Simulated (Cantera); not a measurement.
Feed: 1 mol Fe(CO)5, 16 mol H2, equilibrated at 27.8 Torr.

Points: T (K) = 825, 850, 875, 900, 925, 950, 975, 1000, 1025, 1050, 1075, 1100, 1125, 1150.

Cantera's Mixture.equilibrate('TP', solver="vcs", rtol=1e-11, max_steps=5000) on the NASA tables stopped like this:

```
ERROR: FAILURE its = 5001!

*******************************************************************************
CanteraError thrown by MultiPhase::equilibrate:
VCS solver failed. Return code: -1
*******************************************************************************
```

**Question.** What got this run through?

**Answer.** Several could match; the one computed here: The failure is numerical, not chemical. The same input converged with solver="gibbs", rtol=1e-10, max_steps=50000, and the result passed a check of the equilibrium conditions:
```
log10 of partial pressures in bar; condensed amounts in mol
       T/K        H2        CO       H2O       CO2       CH4     C(gr)     Fe(a)
       825    -1.555    -2.275    -2.729    -2.896    -3.154     1.253         1
       850    -1.553    -2.193    -2.898    -3.054    -3.313      0.88         1
       875    -1.553    -2.139    -3.082    -3.246    -3.466     0.571         1
       900    -1.552    -2.105    -3.272    -3.463    -3.611     0.349         1
       925    -1.552    -2.085    -3.465    -3.691    -3.749    0.2051         1
       950    -1.552    -2.073    -3.654    -3.922    -3.879    0.1174         1
       975    -1.551    -2.066    -3.838    -4.149    -4.004   0.06584         1
      1000    -1.551    -2.062    -4.016    -4.369    -4.122   0.03595         1
      1025    -1.551    -2.059    -4.186    -4.582    -4.236   0.01876         1
      1050    -1.551    -2.058    -4.349    -4.785    -4.344  0.008936         1
      1075    -1.551    -2.057    -4.506    -4.980    -4.447  0.003372         1
      1100    -1.550    -2.056    -4.655    -5.166    -4.546 0.0002783         1
      1125    -1.550    -2.056    -4.773    -5.320    -4.665         0         1
      1150    -1.550    -2.056    -4.884    -5.464    -4.782         0         1
```

The gas is ideal and each condensed phase is pure. Condensed phases not in the tables: cementite and carbon dissolved in iron.
